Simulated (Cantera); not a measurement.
Charge: 1 mol B2O3, 48 mol N2, 150 mol H2, at 850 K and 1.00 Torr.

Method: chemical equilibrium by Gibbs-energy minimisation in Cantera with the NASA 1993 tables (ideal gas, pure condensed phases). Candidate condensed phases: B, BN, B2O3, B3O3H3, H2O; 39 gas species. N2 is the only nitrogen source here; it is nearly inert below about 1500 K, so the nitride shown seldom forms there in practice. Kinetics and transport are ignored.

Base state: H2 0.757, N2 0.242, H2O 0.000524 (mole fractions); condensed: BN(s) + B2O3(l).

Q: What changes in the equilibrium state with this change: pressure from 1.00 Torr to 26.3 Torr?

A: 
| species | before | after |
|---|---|---|
| H2 | 0.757 | 0.756 |
| N2 | 0.242 | 0.242 |
| H2O | 0.000524 | 0.00156 |
| NH3 | 8.03e-7 | 2.10e-5 |
| BN(s), mol | 0.0693 | 0.206 |
| B2O3(l), mol | 0.965 | 0.897 |

Q: What changes in the equilibrium state with this change: temperature from 850 K to 2300 K?

A: 
```csv
species,before,after
H2,0.757,0.571
N2,0.242,0.216
H,<1e-9,0.200
BO,<1e-9,0.00651
HBO,<1e-9,0.00165
OH,<1e-9,0.000195
"BN(s), mol",0.0693,0
"B2O3(l), mol",0.965,0
```

Q: What changes in the equilibrium state with this change: B2O3 replaced by BCl3?

A: 
| species | before | after |
|---|---|---|
| H2 | 0.757 | 0.746 |
| N2 | 0.242 | 0.239 |
| HCl | 0 | 0.0151 |
| H2O | 0.000524 | 0 |
| BN(s), mol | 0.0693 | 1.00 |
| B2O3(l), mol | 0.965 | 0 |
Further candidate phases: NH4Cl.
